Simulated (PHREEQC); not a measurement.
A solution holds 0.0059 mol MnSO4, 0.2 mol CaCl2 and 0.0019 mol H2SO4 per kg of water, at 25 °C. Closed to the air; pH follows from the charge balance.

The numbers come from PHREEQC with the ion-association model, wateq4f.dat.

```csv
quantity,before,after
pH,2.58,2.68
ionic strength (mol/kgw),0.606,0.606
Mn+2 (mol/kgw),0.00420,0.00437
SO4-2 (mol/kgw),0.00281,0.00240
HSO4- (mol/kgw),0.000210,0.000669
MnSO4 (mol/kgw),8.20e-5,0.000138
```

### Question
Name the change that produced these shifts.
A) diluted 100-fold with water
B) temperature from 25 to 90 °C
C) diluted 2-fold with water
D) temperature from 25 to 20 °C
E) H2SO4 from 0.0019 to 0.0038 mol/kgw

### Answer
B, temperature from 25 to 90 °C

Precipitation was switched off in this run. At this temperature some constants are extrapolated from 25 °C, and those without enthalpy data are left unchanged.
